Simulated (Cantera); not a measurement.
A perfectly stirred reactor is fed with CH4 : C2H6 : O2 : N2 = 1 : 0.22 : 2.13 : 8.01 (molar parts), at 4.93 atm; it is adiabatic with a 800 K inlet, and is followed from long to short residence time, starting on the burning branch (τ in s: 0.048, 0.023, 0.011, 0.0056, 0.0028, 0.0013, 0.00066, 0.00032, 0.00016, 7.8e-05).

Computed with Cantera and GRI-Mech 3.0 (53 species, 325 reactions).

x: mole fraction; the columns are a selection and need not sum to one.

```json
[
 {"τ (s)": "0.048", "T (K)": "2429", "x CH4": "5.95e-6", "x C2H6": "…", "x O2": "0.000109", "x H2": "0.0389", "x CH2CO": "2.44e-8"},
 {"τ (s)": "0.023", "T (K)": "2427", "x CH4": "1.10e-5", "x C2H6": "…", "x O2": "0.000139", "x H2": "0.0389", "x CH2CO": "4.90e-8"},
 {"τ (s)": "0.011", "T (K)": "2424", "x CH4": "1.89e-5", "x C2H6": "…", "x O2": "0.000194", "x H2": "0.0389", "x CH2CO": "9.60e-8"},
 {"τ (s)": "0.0056", "T (K)": "2419", "x CH4": "2.94e-5", "x C2H6": "…", "x O2": "0.000280", "x H2": "0.0389", "x CH2CO": "1.73e-7"},
 {"τ (s)": "0.0028", "T (K)": "2413", "x CH4": "4.40e-5", "x C2H6": "…", "x O2": "0.000424", "x H2": "0.0390", "x CH2CO": "3.06e-7"},
 {"τ (s)": "0.0013", "T (K)": "2402", "x CH4": "6.67e-5", "x C2H6": "…", "x O2": "0.000687", "x H2": "0.0391", "x CH2CO": "5.58e-7"},
 {"τ (s)": "0.00066", "T (K)": "2390", "x CH4": "9.69e-5", "x C2H6": "…", "x O2": "0.00106", "x H2": "0.0392", "x CH2CO": "9.33e-7"},
 {"τ (s)": "0.00032", "T (K)": "2373", "x CH4": "0.000149", "x C2H6": "…", "x O2": "0.00169", "x H2": "0.0394", "x CH2CO": "1.63e-6"},
 {"τ (s)": "0.00016", "T (K)": "2352", "x CH4": "0.000239", "x C2H6": "…", "x O2": "0.00265", "x H2": "0.0396", "x CH2CO": "2.90e-6"},
 {"τ (s)": "7.8e-5", "T (K)": "2324", "x CH4": "0.000423", "x C2H6": "…", "x O2": "0.00436", "x H2": "0.0398", "x CH2CO": "5.77e-6"}
]
```

Problem. What belongs in the gaps?

Solution. 
- 0.048, x C2H6: 2.61e-8
- 0.023, x C2H6: 5.37e-8
- 0.011, x C2H6: 1.10e-7
- 0.0056, x C2H6: 2.10e-7
- 0.0028, x C2H6: 4.03e-7
- 0.0013, x C2H6: 8.21e-7
- 0.00066, x C2H6: 1.53e-6
- 0.00032, x C2H6: 2.98e-6
- 0.00016, x C2H6: 5.70e-6
- 7.8e-5, x C2H6: 1.16e-5
